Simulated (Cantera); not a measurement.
Feed: 1 mol BF3, 7.9 mol H2, 1.8 mol N2, held at 0.00133 bar.

Equilibrium computed with Cantera from the NASA thermochemical tables; the gas is ideal and each condensed phase is pure. Candidate condensed phases: B, BN; 31 gas species. N2 is the only nitrogen source here; it is nearly inert below about 1500 K, so the nitride shown seldom forms there in practice. Kinetics and transport are ignored.

### Question
What share of the B ends up in condensed phases as a function of T (°C), at 1075, 1100, 1125, 1150, 1175, 1200, 1225, 1250, 1275, 1300, 1325, 1350, 1375?

### Answer
| T (°C) | B condensed (%) | as |
|---|---|---|
| 1075 | 7.9 | BN(s) |
| 1100 | 8.1 | BN(s) |
| 1125 | 8.2 | BN(s) |
| 1150 | 8.3 | BN(s) |
| 1175 | 8.2 | BN(s) |
| 1200 | 8.1 | BN(s) |
| 1225 | 7.8 | BN(s) |
| 1250 | 7.3 | BN(s) |
| 1275 | 6.4 | BN(s) |
| 1300 | 5.2 | BN(s) |
| 1325 | 3.4 | BN(s) |
| 1350 | 0.8 | BN(s) |
| 1375 | 0.0 | - |
